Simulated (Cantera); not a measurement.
What does this Cantera script print?

```python
import numpy as np
import cantera as ct

gas_names = [...]  # 123 gases of nasa_gas.yaml made of C, H, O, Si
cond_names = """
    C(gr) C6H6(L) C7H8(L) C8H18(L),n-octa H2O(s) H2O(L) Si(cr) Si(L) SiC(b) SiO2(Lqz) SiO2(hqz) SiO2(L)
""".split()


# ... load() reads the species with a 1 bar reference pressure and builds the phases ...
atoms = {
    'SiO2': {'Si': 1, 'O': 2},
    'C': {'C': 1},
    'H2': {'H': 2},
}
top_T = {'C(gr)': 4500, 'SiC(b)': 3050}  # K; cautious upper limits of use, not melting points


# ... equilibrate(T, P, feed) seeds the gas with the atoms and calls Mixture.equilibrate('TP', solver="vcs", rtol=1e-11, max_steps=5000) ...
results = []
feed = {'SiO2': 1, 'C': 5.1, 'H2': 0.85}  # mol
P = 85  # Pa
for T in [1923, 1973, 2023, 2073, 2123, 2173, 2223, 2273, 2323, 2373, 2423]:
    mix = equilibrate(T, P, feed)
    results.append((T, P, feed, dict(zip(mix.species_names, mix.species_moles))))

top = {s: max(r[3][s] / sum(r[3][g] for g in gas_names) for r in results) for s in gas_names}
cols = sorted((s for s in top if top[s] > 1e-06), key=lambda s: -top[s])[:8]
seen = [c for c in cond_names if any(r[3].get(c, 0) > 1e-12 for r in results)]
print("log10 of partial pressures in bar; condensed amounts in mol")
print(f"{'T/K':>10s}" + "".join(f"{s[:9]:>10s}" for s in cols + seen))
for T, P, feed, n in results:
    ng = sum(n[g] for g in gas_names)
    print(f"{T:10.4g}" + "".join(f"{np.log10(max(n[s] / ng * P / 1e5, 1e-99)):10.3f}" for s in cols)
          + "".join(f"{n.get(c, 0):10.4g}" for c in seen))
```

Result:

```
log10 of partial pressures in bar; condensed amounts in mol
       T/K        CO        H2         H        Si      SiC2      Si2C       SiO C2H2,acet     C(gr)    SiC(b)
      1923    -3.232    -3.613    -4.833    -6.160    -7.706    -7.870    -5.343    -6.959     2.132    0.9821
      1973    -3.234    -3.621    -4.680    -5.806    -7.244    -7.418    -5.293    -6.814     2.139    0.9768
      2023    -3.238    -3.632    -4.537    -5.469    -6.806    -6.990    -5.246    -6.681     2.149    0.9676
      2073    -3.243    -3.647    -4.404    -5.149    -6.390    -6.583    -5.204    -6.559     2.166    0.9503
      2123    -3.252    -3.669    -4.280    -4.845    -5.994    -6.195    -5.166    -6.450     2.195    0.9169
      2173    -3.265    -3.701    -4.167    -4.554    -5.616    -5.826    -5.136    -6.357     2.249    0.8513
      2223    -3.288    -3.748    -4.067    -4.277    -5.256    -5.474    -5.118    -6.285      2.35    0.7197
      2273    -3.328    -3.822    -3.987    -4.012    -4.913    -5.139    -5.118    -6.245     2.549    0.4448
      2323    -3.383    -3.926    -3.926    -3.809    -4.635    -4.920    -5.186    -6.241     2.847         0
      2373    -3.390    -3.987    -3.848    -3.805    -4.559    -5.090    -5.396    -6.198     2.804         0
      2423    -3.398    -4.059    -3.781    -3.809    -4.495    -5.269    -5.605    -6.170     2.757         0
```

Equilibrium computed with Cantera from the NASA thermochemical tables; the gas is ideal and each condensed phase is pure.
